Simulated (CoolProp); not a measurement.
Vapour-liquid equilibrium of CH2F2 (R32) (1) + R236EA (2) at 411 kPa; x and y are mole fractions of (1).

Computed with CoolProp (multi-fluid Helmholtz-energy mixture model, Tillner-Roth 1997 and Rui 2013; pair parameters Bell 2016).

```tsv
x	bubble temperature, mixture model (°C)	bubble temperature, Raoult's law (°C)	y, mixture model	y, Raoult's law
0.05	39.9	37.3	…	0.282
0.125	30.7	26.6	0.436	0.536
0.2	22.7	18.3	0.599	0.685
0.275	15.7	11.7	0.713	0.778
0.35	9.7	6.2	…	0.840
0.425	4.5	1.5	…	0.883
0.5	0.0	-2.4	0.891	0.914
0.575	-4.0	-5.9	…	0.938
0.65	…	-9.0	0.944	0.955
0.725	-10.6	-11.7	0.962	0.969
0.8	-13.4	-14.1	0.976	0.980
0.875	-16.0	-16.4	0.986	0.989
0.95	-18.3	-18.4	0.995	0.996
```

Q: Fill in the missing entries.

A: 
- 0.05, y, mixture model: 0.204
- 0.35, y, mixture model: 0.793
- 0.425, y, mixture model: 0.850
- 0.575, y, mixture model: 0.921
- 0.65, bubble temperature, mixture model (°C): -7.5

The largest gap from Raoult's law is +4.4 K in bubble temperature, at x = 0.2. No azeotrope shows between x = 0.05 and 0.95.

Pair parameters are fitted to limited data, so mixtures are less certain than the pure fluids.
